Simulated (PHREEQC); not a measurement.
0.039 g of hydrous ferric oxide (600 m²/g; 0.2 weak and 0.005 strong sites per Fe, Dzombak-Morel constants, diffuse double layer) in 1 kg of water with 0.001 mol/kgw of an inert sodium salt, at 25 °C; the pH is set by adding NaOH or the inert anion's acid. Oxygen is held at 0.21 atm. CO2 from the air is kept out. Precipitation was switched off in this run.

Computed with PHREEQC (ion-association model, wateq4f.dat).

```json
[
 {"pH": "4", "surface charge σ (C/m²)": "0.117", "surface potential ψ (mV)": "210"},
 {"pH": "4.75", "surface charge σ (C/m²)": "0.063", "surface potential ψ (mV)": "?"},
 {"pH": "5.5", "surface charge σ (C/m²)": "0.031", "surface potential ψ (mV)": "145"},
 {"pH": "6.25", "surface charge σ (C/m²)": "?", "surface potential ψ (mV)": "106"},
 {"pH": "7", "surface charge σ (C/m²)": "0.006", "surface potential ψ (mV)": "?"},
 {"pH": "7.75", "surface charge σ (C/m²)": "0.002", "surface potential ψ (mV)": "21"},
 {"pH": "8.5", "surface charge σ (C/m²)": "?", "surface potential ψ (mV)": "-23"},
 {"pH": "9.25", "surface charge σ (C/m²)": "?", "surface potential ψ (mV)": "?"},
 {"pH": "10", "surface charge σ (C/m²)": "-0.015", "surface potential ψ (mV)": "-107"}
]
```

What belongs in the gaps?


- 4.75, surface potential ψ (mV): 180
- 6.25, surface charge σ (C/m²): 0.014
- 7, surface potential ψ (mV): 64
- 8.5, surface charge σ (C/m²): -0.002
- 9.25, surface charge σ (C/m²): -0.006
- 9.25, surface potential ψ (mV): -66
